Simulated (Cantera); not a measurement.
What does this Cantera script print?

```python
import numpy as np
import cantera as ct

gas_names = [...]  # 114 gases of nasa_gas.yaml made of C, Fe, H, O
cond_names = """
    C(gr) C6H6(L) C7H8(L) C8H18(L),n-octa Fe(a) Fe(c) Fe(d) Fe(L) FeC5O5(L) FeO(s) FeO(L) Fe(OH)2(s)
    Fe(OH)3(s) Fe2O3(s) Fe3O4(s) H2O(s) H2O(L)
""".split()


# ... load() reads the species with a 1 bar reference pressure and builds the phases ...
atoms = {
    'Fe(CO)5': {'Fe': 1, 'C': 5, 'O': 5},
    'O2': {'O': 2},
    'H2': {'H': 2},
}
top_T = {'C(gr)': 4500, 'Fe2O3(s)': 1830, 'Fe3O4(s)': 1870}  # K; cautious upper limits of use, not melting points


# ... equilibrate(T, P, feed) seeds the gas with the atoms and calls Mixture.equilibrate('TP', solver="vcs", rtol=1e-11, max_steps=5000) ...
results = []
feed = {'Fe(CO)5': 1, 'O2': 0.98, 'H2': 3.6}  # mol
P = 1000  # Pa
for T in [975, 1025, 1075, 1125, 1175, 1225, 1275, 1325, 1375, 1425, 1475, 1525, 1575]:
    mix = equilibrate(T, P, feed)
    results.append((T, P, feed, dict(zip(mix.species_names, mix.species_moles))))
    x = sorted(zip(gas.X, gas.species_names), reverse=True)
    print(f"T = {T:g} K  P = {P:g} Pa  gas = {mix.phase_moles(0):.4g} mol")
    print("   x: " + "  ".join(f"{s} {v:.3e}" for v, s in x if v > 0.0001))
    print("   condensed (mol): " + ("  ".join(f"{mix.phase(i).name} {mix.phase_moles(i):.4g}"
          for i in range(1, mix.n_phases) if mix.phase_moles(i) > 1e-12) or "none"))
```

Output:

```
T = 975 K  P = 1000 Pa  gas = 8.6 mol
   x: CO 4.586e-01  H2 3.585e-01  CO2 1.228e-01  H2O 6.006e-02
   condensed (mol): Fe(a) 0.6125  FeO(s) 0.3875
T = 1025 K  P = 1000 Pa  gas = 8.6 mol
   x: CO 4.667e-01  H2 3.519e-01  CO2 1.147e-01  H2O 6.668e-02
   condensed (mol): Fe(a) 0.5995  FeO(s) 0.4005
T = 1075 K  P = 1000 Pa  gas = 8.6 mol
   x: CO 4.728e-01  H2 3.449e-01  CO2 1.086e-01  H2O 7.366e-02
   condensed (mol): Fe(a) 0.6074  FeO(s) 0.3926
T = 1125 K  P = 1000 Pa  gas = 8.6 mol
   x: CO 4.777e-01  H2 3.379e-01  CO2 1.037e-01  H2O 8.071e-02
   condensed (mol): Fe(a) 0.6263  FeO(s) 0.3737
T = 1175 K  P = 1000 Pa  gas = 8.6 mol
   x: CO 4.819e-01  H2 3.311e-01  CO2 9.948e-02  H2O 8.749e-02
   condensed (mol): Fe(a) 0.6479  FeO(s) 0.3521
T = 1225 K  P = 1000 Pa  gas = 8.6 mol
   x: CO 4.855e-01  H2 3.245e-01  CO2 9.590e-02  H2O 9.411e-02
   condensed (mol): Fe(c) 0.6741  FeO(s) 0.3259
T = 1275 K  P = 1000 Pa  gas = 8.6 mol
   x: CO 4.887e-01  H2 3.182e-01  H2O 1.004e-01  CO2 9.267e-02
   condensed (mol): Fe(c) 0.7001  FeO(s) 0.2999
T = 1325 K  P = 1000 Pa  gas = 8.6 mol
   x: CO 4.917e-01  H2 3.124e-01  H2O 1.062e-01  CO2 8.970e-02
   condensed (mol): Fe(c) 0.7247  FeO(s) 0.2753
T = 1375 K  P = 1000 Pa  gas = 8.6 mol
   x: CO 4.944e-01  H2 3.070e-01  H2O 1.116e-01  CO2 8.695e-02
   condensed (mol): Fe(c) 0.7478  FeO(s) 0.2522
T = 1425 K  P = 1000 Pa  gas = 8.6 mol
   x: CO 4.970e-01  H2 3.019e-01  H2O 1.166e-01  CO2 8.441e-02
   condensed (mol): Fe(c) 0.7692  FeO(s) 0.2308
T = 1475 K  P = 1000 Pa  gas = 8.6 mol
   x: CO 4.993e-01  H2 2.972e-01  H2O 1.213e-01  CO2 8.206e-02
   condensed (mol): Fe(c) 0.7889  FeO(s) 0.211
T = 1525 K  P = 1000 Pa  gas = 8.601 mol
   x: CO 5.015e-01  H2 2.929e-01  H2O 1.256e-01  CO2 7.987e-02  H 1.280e-04
   condensed (mol): Fe(c) 0.8069  FeO(s) 0.1928
T = 1575 K  P = 1000 Pa  gas = 8.602 mol
   x: CO 5.035e-01  H2 2.889e-01  H2O 1.295e-01  CO2 7.782e-02  H 2.234e-04
   condensed (mol): Fe(c) 0.8232  FeO(s) 0.1762
```

Equilibrium computed with Cantera from the NASA thermochemical tables; the gas is ideal and each condensed phase is pure. Mutual solubility and eutectic melting of coexisting phases are not modelled. The tables' stoichiometric FeO is somewhat more stable than real wüstite, so its field is too wide. FeO: taken at fixed stoichiometry.
